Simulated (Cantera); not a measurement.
Cantera with NASA thermochemical tables; ideal gases at 1 bar, condensed phases pure. Values are per mole of reaction as written; species without (g) are pure solids or liquids, kept so even where they would boil at 1 bar.

2 SiH₃(g) + Si = 3 SiH₂(g)

| T (K) | ΔH° (kJ) | ΔS° (J/K) | ΔG° (kJ) | log10 K | condensed phases |
|---|---|---|---|---|---|
| 1248 | 325.5 | 183.4 | 96.6 | -4.04 | Si(s) |
| 1298 | 325.5 | 183.4 | 87.4 | -3.52 | Si(s) |
| 1348 | 325.4 | 183.4 | 78.2 | -3.03 | Si(s) |
| 1398 | 325.3 | 183.3 | 69.0 | -2.58 | Si(s) |
| 1448 | ___ | ___ | ___ | ___ | Si(s) |
| 1498 | 325.0 | 183.1 | 50.7 | -1.77 | Si(s) |
| 1548 | ___ | ___ | ___ | ___ | Si(s) |
| 1598 | 324.4 | 182.7 | 32.4 | -1.06 | Si(s) |
| 1648 | ___ | ___ | ___ | ___ | Si(s) |
| 1698 | 273.4 | 152.5 | 14.4 | -0.44 | Si(l) |

Task: Complete the blanks.

Result: 
- 1448, ΔH° (kJ): 325.2
- 1448, ΔS° (J/K): 183.2
- 1448, ΔG° (kJ): 59.9
- 1448, log10 K: -2.16
- 1548, ΔH° (kJ): 324.7
- 1548, ΔS° (J/K): 182.9
- 1548, ΔG° (kJ): 41.6
- 1548, log10 K: -1.40
- 1648, ΔH° (kJ): 324.0
- 1648, ΔS° (J/K): 182.5
- 1648, ΔG° (kJ): 23.3
- 1648, log10 K: -0.74
